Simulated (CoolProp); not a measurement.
Vapour-liquid equilibrium of R1234yf (1) + R134a (2) at -41.05 °C; x and y are mole fractions of (1).

Computed with CoolProp (multi-fluid Helmholtz-energy mixture model, Lemmon 2022 and Tillner-Roth 1994; pair parameters Bell 2022).

```
x     bubble pressure (bar)  y at the bubble point  dew pressure at overall composition x (bar)  liquid density (mol/L)
----  ---------------------  ---------------------  -------------------------------------------  ----------------------
0.05                 0.4998                  0.078                                       0.4943                   13.76
0.2                  0.5366                  0.266                                       0.5239                   13.30
0.35                 0.5627                  0.416                                       0.5517                   12.88
0.5                  0.5806                  0.547                                       0.5748                   12.48
0.65                 0.5917                  0.672                                       0.5902                   12.11
0.8                  0.5962                  0.802                                       0.5962                   11.77
0.95                 0.5935                  0.946                                       0.5934                   11.46
```

y crosses x between x = 0.8 and 0.95: the model has an azeotrope there.

The pair parameters rest on a limited set of measurements; away from them the model extrapolates.
